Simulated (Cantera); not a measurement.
Mixture: CO : H2 : O2 : N2 : CO2 = 1 : 1.2 : 1 : 3.76 : 0.23 (molar parts), equivalence ratio 1.1, at 2.00 bar, adiabatic and at constant pressure. Ignition delay is the time to a rise of 400 K.

Computed with Cantera and GRI-Mech 3.0 (53 species, 325 reactions). Where the delays flatten at high temperature, the 400 K rule measures the pace of heat release, not the induction time.

### Question
What does this change do: pressure from 2.00 bar to 1.00 bar?

### Answer
| quantity | before | after |
|---|---|---|
| delay at 1300 K | 18.8 µs | 39.7 µs |
| delay at 1350 K | 15.6 µs | 34.5 µs |
| delay at 1400 K | 13.4 µs | 30.9 µs |
| delay at 1450 K | 11.9 µs | 28.5 µs |
| delay at 1500 K | 10.7 µs | 26.9 µs |
| delay at 1550 K | 9.95 µs | 26.0 µs |
